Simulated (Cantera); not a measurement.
**Hydrocarbon pyrolysis for carbon deposition**

A perfectly stirred reactor is fed with 45.5 % C₂H₆, 54.5 % N₂, at 0.255 Torr; it is held at 1300 K, and followed from long to short residence time.

Cantera simulation using GRI-Mech 3.0 (53 species, 325 reactions); the numbers are that mechanism's predictions, not measurements. GRI-Mech 3.0 stops at C3 and has no aromatics, soot or wall deposition, so with more carbon than oxygen in the feed, carbon stays in small species such as C2H2 where larger ones or solid carbon would form. Radical loss at walls, strong at low pressure, is not modelled.

```json
[
 {"τ (s)": "12", "x C₂H₆": "0.0114", "x H": "0.000123", "x CH₃": "0.00176", "x C₂H₄": "0.0641", "x C₂H₂": "0.139", "x CH₂": "2.82e-7", "x C₂H": "2.95e-8"},
 {"τ (s)": "3.5", "x C₂H₆": "0.0347", "x H": "0.000131", "x CH₃": "0.00313", "x C₂H₄": "0.109", "x C₂H₂": "0.0900", "x CH₂": "5.62e-7", "x C₂H": "2.62e-8"},
 {"τ (s)": "0.99", "x C₂H₆": "0.101", "x H": "0.000128", "x CH₃": "0.00540", "x C₂H₄": "0.135", "x C₂H₂": "0.0418", "x CH₂": "1.02e-6", "x C₂H": "1.62e-8"},
 {"τ (s)": "0.28", "x C₂H₆": "0.238", "x H": "0.000104", "x CH₃": "0.00700", "x C₂H₄": "0.104", "x C₂H₂": "0.0109", "x CH₂": "1.31e-6", "x C₂H": "5.59e-9"},
 {"τ (s)": "0.080", "x C₂H₆": "0.386", "x H": "6.56e-5", "x CH₃": "0.00497", "x C₂H₄": "0.0363", "x C₂H₂": "0.000877", "x CH₂": "8.44e-7", "x C₂H": "8.21e-10"},
 {"τ (s)": "0.023", "x C₂H₆": "0.444", "x H": "2.73e-5", "x CH₃": "0.00184", "x C₂H₄": "0.00488", "x C₂H₂": "1.32e-5", "x CH₂": "2.07e-7", "x C₂H": "3.05e-11"},
 {"τ (s)": "0.0065", "x C₂H₆": "0.453", "x H": "5.05e-6", "x CH₃": "0.000649", "x C₂H₄": "0.000248", "x C₂H₂": "3.91e-8", "x CH₂": "2.46e-8", "x C₂H": "<1e-12"},
 {"τ (s)": "0.0018", "x C₂H₆": "0.454", "x H": "4.54e-7", "x CH₃": "0.000211", "x C₂H₄": "6.40e-6", "x C₂H₂": "5.24e-11", "x CH₂": "1.32e-9", "x C₂H": "<1e-12"},
 {"τ (s)": "0.00052", "x C₂H₆": "0.454", "x H": "3.53e-8", "x CH₃": "6.41e-5", "x C₂H₄": "1.63e-7", "x C₂H₂": "<1e-12", "x CH₂": "4.41e-11", "x C₂H": "<1e-12"},
 {"τ (s)": "0.00015", "x C₂H₆": "0.455", "x H": "2.71e-9", "x CH₃": "1.88e-5", "x C₂H₄": "4.06e-9", "x C₂H₂": "<1e-12", "x CH₂": "1.16e-12", "x C₂H": "<1e-12"}
]
```
x: mole fraction; the columns are a selection and need not sum to one.
